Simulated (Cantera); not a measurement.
## Adiabatic ignition

An adiabatic, constant-pressure homogeneous reactor starts with CH₄ : O₂ : N₂ : H₂O = 1 : 2.15 : 8.09 : 0.25 (molar parts), at 1198 K and 1.28 atm.

Cantera simulation using GRI-Mech 3.0 (53 species, 325 reactions); the numbers are that mechanism's predictions, not measurements.

```csv
t (s),T (K),x CH₄,x O₂,x H₂O,x CH₂O,x CO₂,x NO
1.00e-5,1198,0.0870,0.187,0.0218,6.48e-11,<1e-12,<1e-12
2.28e-5,1198,0.0870,0.187,0.0218,3.41e-10,<1e-12,<1e-12
5.18e-5,1198,0.0870,0.187,0.0218,1.81e-9,<1e-12,<1e-12
0.000118,1198,0.0870,0.187,0.0218,9.87e-9,<1e-12,<1e-12
0.000268,1198,0.0870,0.187,0.0218,5.78e-8,<1e-12,<1e-12
0.000611,1198,0.0870,0.187,0.0218,3.93e-7,1.68e-11,<1e-12
0.00139,1198,0.0870,0.187,0.0218,3.16e-6,4.33e-10,<1e-12
0.00316,1198,0.0870,0.187,0.0218,1.95e-5,6.21e-9,<1e-12
0.00720,1199,0.0869,0.187,0.0219,7.35e-5,3.52e-8,<1e-12
0.0164,1201,0.0864,0.187,0.0222,0.000265,2.76e-7,<1e-12
0.0373,1288,0.0724,0.175,0.0360,0.00280,0.000136,2.68e-12
0.0848,2587,<1e-12,0.0208,0.174,1.10e-10,0.0629,0.00784
0.193,2587,<1e-12,0.0208,0.174,1.10e-10,0.0629,0.00784
0.439,2587,<1e-12,0.0208,0.174,1.10e-10,0.0629,0.00784
1.00,2587,<1e-12,0.0208,0.174,1.10e-10,0.0629,0.00784
```
x: mole fraction; the columns are a selection and need not sum to one.

```
Property                                                          Result
---------------------------------  -------------------------------------
time of steepest temperature rise                                38.1 ms
temperature at 1.00 s                                             2587 K
equilibrium temperature                                           2587 K
x(CH₄) at 1.00 s                   <1e-12 (gas-phase equilibrium <1e-12)
x(O₂) at 1.00 s                    0.0208 (gas-phase equilibrium 0.0208)
x(H₂O) at 1.00 s                     0.174 (gas-phase equilibrium 0.174)
```
